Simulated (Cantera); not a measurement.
A closed system holds: 1 mol MgF₂, a varied amount of H₂O, 0.13 mol H₂, equilibrated at 1725 K and 0.100 bar.

These are equilibrium values from Cantera (NASA tables, ideal gas, pure condensed phases), not measurements of a reactor. Candidate condensed phases: H₂O, Mg, MgF₂, MgO, Mg(OH)₂; 31 gas species. Mutual solubility and eutectic melting of coexisting phases are not modelled. Equilibrium is a limit: real reactors are often held back by kinetics, nucleation or transport.

Q: Which condensed phases are stable at each of these points (n(H₂O) (mol)): 0.58, 0.68, 0.81, 0.96, 1.1, 1.4, 1.6, 1.9, 2.3, 2.7, 3.2, 3.8?

A: 
```csv
n(H₂O) (mol),condensed phases,Mg condensed (%)
0.58,MgF₂(l) + MgO(s),98.2
0.68,MgF₂(l) + MgO(s),97.9
0.81,MgF₂(l) + MgO(s),97.6
0.96,MgF₂(l) + MgO(s),97.2
1.1,MgF₂(l) + MgO(s),96.8
1.4,MgO(s),96.5
1.6,MgO(s),97.5
1.9,MgO(s),98.3
2.3,MgO(s),98.8
2.7,MgO(s),99.1
3.2,MgO(s),99.3
3.8,MgO(s),99.4
```

From 0.58 mol H₂O to 1.1 mol H₂O the condensed part is MgF₂(l) + MgO(s). From 1.4 mol H₂O to 3.8 mol H₂O the condensed part is MgO(s).
